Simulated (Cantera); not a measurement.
Feed: 1 mol AlN, 7 mol HCl, 81 mol H2, equilibrated at 798.15 K and 0.0180 Torr.

Equilibrium computed with Cantera from the NASA thermochemical tables; the gas is ideal and each condensed phase is pure. Candidate condensed phases: Al, AlCl3, AlN, NH4Cl; 20 gas species. Equilibrium is a limit: real reactors are often held back by kinetics, nucleation or transport.

Base state: H2 0.937, HCl 0.0472, AlCl3 0.0108, N2 0.00539 (mole fractions); condensed: AlN(s).

Problem. What changes in the equilibrium state with this change: HCl from 7 to 4.1 mol?

Solution. 
```
species       before    after
-----------  -------  -------
H2             0.937    0.959
HCl           0.0472   0.0329
AlCl3         0.0108  0.00511
N2           0.00539  0.00255
AlN(s), mol   0.0508    0.565
```
